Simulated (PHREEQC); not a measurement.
Consider water at 25 °C with 0.27 mol/kgw KF. Closed to the air; pH follows from the charge balance.

Computed with PHREEQC (ion-association model, phreeqc.dat).

Precipitation was switched off in this run.

Question: Estimate the pH, specific conductance, density.

Answer: pH 8.28; specific conductance 26600 µS/cm; density 1.010 g/cm³.

Complexes and solids missing from the database can't appear.
